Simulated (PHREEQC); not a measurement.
Dissolve 0.0018 mol/kgw H2SO4 and 0.012 mol/kgw Li2SO4 at 25 °C. It is in equilibrium with CO2 at log p = 0 (atm). Otherwise closed; pH follows from the charge balance.

Model: ion-association model, wateq4f.dat, run in PHREEQC.

| quantity | before | after |
|---|---|---|
| pH | 2.71 | 4.00 |
| ionic strength (mol/kgw) | 0.0375 | 0.0349 |
| SO4-2 (mol/kgw) | 0.0118 | 0.0113 |
| HSO4- (mol/kgw) | 0.00135 | 6.60e-5 |
| LiSO4- (mol/kgw) | 0.000609 | 0.000595 |
| HCO3- (mol/kgw) | 9.14e-6 | 0.000180 |

Task: What was changed between the two runs?
(A) Li2SO4 from 0.012 to 0.0024 mol/kgw
(B) temperature from 25 to 55 °C
(C) Li2SO4 from 0.012 to 0.006 mol/kgw
(D) H2SO4 left out
(E) Li2SO4 replaced by LiOH at the same molality

Result: D, H2SO4 left out

No solid was allowed to form.
